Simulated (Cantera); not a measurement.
An isothermal, constant-pressure homogeneous reactor starts with NH3 : N2 = 1 : 1 (molar parts), at 2325 K and 2670 Pa.

Detailed kinetics in Cantera: the gas-phase N/H chemistry of the illustrative SiF4/NH3 mechanism in the Surface Chemkin manual (1991). Walls and surfaces, which speed up NH3 decomposition in real reactors, are not modelled.

x: mole fraction; the columns are a selection and need not sum to one.

```csv
t (s),x NH3,x H2,x NH2,x N2,x NH,x N
6.00e-6,0.500,1.24e-5,3.01e-5,0.500,1.85e-9,<1e-12
3.18e-5,0.500,8.82e-5,0.000182,0.500,8.94e-8,6.46e-11
0.000169,0.499,0.000501,0.000974,0.500,3.99e-6,(withheld)
0.000896,0.492,0.00455,0.00397,0.499,4.63e-5,(withheld)
0.00476,0.451,0.0455,0.00397,0.499,8.25e-5,(withheld)
0.0252,0.291,0.206,0.00244,0.499,9.67e-5,(withheld)
0.134,0.0453,0.453,0.000628,0.499,5.50e-5,(withheld)
0.710,5.33e-6,0.482,8.47e-7,0.494,8.98e-7,(withheld)
3.77,7.88e-8,0.465,2.49e-8,0.488,5.27e-8,2.29e-7
20.0,7.50e-8,0.465,2.38e-8,0.488,5.03e-8,2.18e-7
```

Fill in the missing entries.


- 0.000169, x N: 1.25e-8
- 0.000896, x N: 3.64e-7
- 0.00476, x N: 2.95e-6
- 0.0252, x N: 8.23e-6
- 0.134, x N: 1.01e-5
- 0.710, x N: 1.96e-6
